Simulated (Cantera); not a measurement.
An isothermal, constant-pressure homogeneous reactor starts with C₂H₄ : H₂ = 1 : 43 (molar parts), at 1300 K and 0.00257 atm.

Model: GRI-Mech 3.0 (53 species, 325 reactions), integrated in Cantera. GRI-Mech 3.0 was tuned for natural gas; its chemistry of ethylene as a main component is partial and can be far from experiment. GRI-Mech 3.0 stops at C3 and has no aromatics, soot or wall deposition, so with more carbon than oxygen in the feed, carbon stays in small species such as C2H2 where larger ones or solid carbon would form. Radical loss at walls, strong at low pressure, is not modelled.

Q: Predict: x(C₂H₄) at 100 s; x(H₂) at 100 s; x(C₂H₆) at 100 s; x(C₂H₂) at 100 s; x(CH₄) at 100 s; x(H) at 100 s.

A: 
```
Item                                                  Value
----------------  -----------------------------------------
x(C₂H₄) at 100 s  0.000599 (gas-phase equilibrium 0.000146)
x(H₂) at 100 s          0.978 (gas-phase equilibrium 0.976)
x(C₂H₆) at 100 s    4.56e-8 (gas-phase equilibrium 1.87e-8)
x(C₂H₂) at 100 s      0.0216 (gas-phase equilibrium 0.0203)
x(CH₄) at 100 s     4.95e-5 (gas-phase equilibrium 0.00366)
x(H) at 100 s       1.07e-5 (gas-phase equilibrium 2.16e-5)
```
